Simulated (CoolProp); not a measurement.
Computed with CoolProp (reference Helmholtz-energy equation of state, Zhou 2011).

Problem. For dimethyl carbonate, give the phase and the density (kg/m³), cp (kJ/(kg K)), isothermal compressibility (1/MPa), fugacity coefficient at 491.7 K and 13.4 MPa; 491.7 K and 17.9 MPa.

Solution. 
- 491.7 K and 13.4 MPa: liquid; density 808, cp 2.27, isothermal compressibility 0.00438, fugacity coefficient 0.154
- 491.7 K and 17.9 MPa: liquid; density 823, cp 2.23, isothermal compressibility 0.00372, fugacity coefficient 0.130
